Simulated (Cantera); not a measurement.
What does this Cantera script print?

```python
import numpy as np
import cantera as ct

gas_names = [...]  # 110 gases of nasa_gas.yaml made of C, H, O
cond_names = """
    C(gr) C6H6(L) C7H8(L) C8H18(L),n-octa H2O(s) H2O(L)
""".split()


# ... load() reads the species with a 1 bar reference pressure and builds the phases ...
atoms = {
    'CO': {'C': 1, 'O': 1},
    'O2': {'O': 2},
    'H2': {'H': 2},
    'CO2': {'C': 1, 'O': 2},
}
top_T = {'C(gr)': 4500}  # K; cautious upper limits of use, not melting points


# ... equilibrate(T, P, feed) seeds the gas with the atoms and calls Mixture.equilibrate('TP', solver="vcs", rtol=1e-11, max_steps=5000) ...
results = []
feed = {'CO': 1, 'O2': 0.13, 'H2': 26, 'CO2': 0.31}  # mol
T = 550  # K
P = 25000  # Pa
mix = equilibrate(T, P, feed)
results.append((T, P, feed, dict(zip(mix.species_names, mix.species_moles))))
x = sorted(zip(gas.X, gas.species_names), reverse=True)
print(f"T = {T:g} K  P = {P:g} Pa  gas = {mix.phase_moles(0):.4g} mol")
print("   x: " + "  ".join(f"{s} {v:.3e}" for v, s in x if v > 0.001))
print("   condensed (mol): " + ("  ".join(f"{mix.phase(i).name} {mix.phase_moles(i):.4g}"
      for i in range(1, mix.n_phases) if mix.phase_moles(i) > 1e-12) or "none"))
```

Result:

```
T = 550 K  P = 25000 Pa  gas = 24.69 mol
   x: H2 8.708e-01  H2O 7.614e-02  CH4 5.306e-02
   condensed (mol): none
```

Method: chemical equilibrium by Gibbs-energy minimisation in Cantera with the NASA 1993 tables (ideal gas, pure condensed phases).
